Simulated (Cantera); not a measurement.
What does this Cantera script print?

```python
import numpy as np
import cantera as ct

gas_names = """
    CL CLO CL2 Cs CsCL CsO CsOH Cs2 Cs2CL2 Cs2O Cs2O2H2 H HCL HOCL HO2 H2 H2O H2O2 O OH O2 O3
""".split()
cond_names = """
    Cs(cr) Cs(L) CsCL(a) CsCL(b) CsCL(L) CsOH(a) CsOH(b) CsOH(c) CsOH(L) H2O(s) H2O(L)
""".split()


# ... load() reads the species with a 1 bar reference pressure and builds the phases ...
atoms = {
    'CsCl': {'Cs': 1, 'CL': 1},
    'H2O': {'H': 2, 'O': 1},
    'H2': {'H': 2},
}
top_T = {}  # K; cautious upper limits of use, not melting points


# ... equilibrate(T, P, feed) seeds the gas with the atoms and calls Mixture.equilibrate('TP', solver="vcs", rtol=1e-11, max_steps=5000) ...
results = []
feed = {'CsCl': 1, 'H2O': 2.2, 'H2': 23}  # mol
T = 2050  # K
P = 10000  # Pa
mix = equilibrate(T, P, feed)
results.append((T, P, feed, dict(zip(mix.species_names, mix.species_moles))))
print(gas.report(threshold=1e-05))
for i in range(1, mix.n_phases):
    print(f"{mix.phase(i).name:16s} {mix.phase_moles(i):12.5e} mol")
```

Output:

```
       temperature   2050 K
          pressure   10000 Pa
           density   0.005664 kg/m^3
  mean mol. weight   9.654 kg/kmol
   phase of matter   gas

                          1 kg             1 kmol
                     ---------------   ---------------
          enthalpy        3.0969e+06        2.9897e+07  J
   internal energy        1.3313e+06        1.2852e+07  J
           entropy             23216        2.2412e+05  J/K
    Gibbs function       -4.4495e+07       -4.2956e+08  J
 heat capacity c_p            3713.6             35851  J/K
 heat capacity c_v            2852.3             27536  J/K

                      mass frac. Y      mole frac. X     chem. pot. / RT
                     ---------------   ---------------   ---------------
                CL        0.00010225        2.7844e-05           -28.431
                Cs          0.060524         0.0043964           -27.039
              CsCL           0.57617          0.033039            -55.47
              CsOH         0.0079989        0.00051511           -62.597
                 H        0.00069764         0.0066816           -11.002
               HCL          0.018443         0.0048837           -39.434
                H2           0.18115           0.86747           -22.004
               H2O           0.15472          0.082915            -46.56
                OH        0.00012296        6.9796e-05           -35.558
     [  +13 minor]        6.9529e-05        2.3942e-06

CsCL(L)           0.00000e+00 mol
CsOH(L)           0.00000e+00 mol
```

These are equilibrium values from Cantera (NASA tables, ideal gas, pure condensed phases), not measurements of a reactor.
